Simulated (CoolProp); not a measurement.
A single-stage vapour-compression cycle with cis-2-butene: evaporating at 231.15 K (dew point), condensing at 256.15 K (bubble point), superheat 8 K, subcooling 0 K, compressor efficiency 0.6, no pressure losses. Each further row changes one setting.

Values from CoolProp's reference Helmholtz-energy equation of state, Lemmon 2005. It is a short technical equation, of lower accuracy than the large ones.

```
case                              cooling COP  pressure ratio  discharge temperature (K)  refrigerating effect (kJ/kg)  volumetric capacity (kJ/m³)
--------------------------------  -----------  --------------  -------------------------  ----------------------------  ---------------------------
as stated                                   ?            3.63                      300.6                           415                          138
evaporating temperature 236.15 K         6.62            2.73                          ?                           420                          183
condensing temperature 251.15 K          6.47               ?                      289.5                           425                          142
subcooling 5 K                           5.23            3.63                      300.6                           425                          142
superheat 18 K                           5.05            3.63                          ?                             ?                          137
compressor efficiency 0.5                   ?            3.63                      311.5                           415                          138
```

Q: Fill in the missing entries.

A: 
- as stated, cooling COP: 5.10
- evaporating temperature 236.15 K, discharge temperature (K): 292.4
- condensing temperature 251.15 K, pressure ratio: 2.87
- superheat 18 K, discharge temperature (K): 311.3
- superheat 18 K, refrigerating effect (kJ/kg): 427
- compressor efficiency 0.5, cooling COP: 4.25
